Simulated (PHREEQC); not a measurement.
A PHREEQC speciation (ion-association model, wateq4f.dat) at 90 °C gives pH 2.77 and these molalities:

```csv
species,mol/kgw
H+,0.00184
SO4-2,0.00106
HSO4-,0.000757
Fe+2,0.000496
FeSO4,0.000131
Mg+2,2.31e-5
MgSO4,1.19e-5
FeHSO4+,3.29e-6
FeOH+,3.91e-9
```

### Question
What are the element totals, and what could have been dissolved in 1 kg of water to give them?

### Answer
This is not unique; one that fits is totals Fe(2) 0.000630, Mg 3.50e-5, S(6) 0.00197 mol/kgw, from 1.3 mmol/kgw H2SO4, 0.63 mmol/kgw FeSO4 and 0.035 mmol/kgw MgSO4.

Precipitation was switched off in this run. Complexes and solids missing from the database can't appear. Away from 25 °C the constants follow the database's enthalpies or fits; those with neither stay at their 25 °C values.
